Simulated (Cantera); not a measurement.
Input: 1 mol Si, 1.4 mol F₂, 1.3 mol N₂, held at 1348 K and 0.270 bar.

Method: chemical equilibrium by Gibbs-energy minimisation in Cantera with the NASA 1993 tables (ideal gas, pure condensed phases). Candidate condensed phases: Si, Si₃N₄; 16 gas species. N₂ is the only nitrogen source here; it is nearly inert below about 1500 K, so the nitride shown seldom forms there in practice. The tables' values for SiF₃, SiF₂ are old estimates; treat these amounts as uncertain. Rates play no part.

Base state: N₂ 0.611, SiF₄ 0.386, SiF₃ 0.00290, SiF₂ 1.66e-5 (mole fractions); condensed: Si₃N₄(s).

What changes in the equilibrium state with this change: F₂ from 1.4 to 2.7 mol?


| species | before | after |
|---|---|---|
| N₂ | 0.611 | 0.358 |
| F | <1e-9 | 0.346 |
| SiF₄ | 0.386 | 0.276 |
| F₂ | <1e-9 | 0.0197 |
| SiF₃ | 0.00290 | <1e-9 |
| SiF₂ | 1.66e-5 | <1e-9 |
| Si₃N₄(s), mol | 0.0996 | 0 |
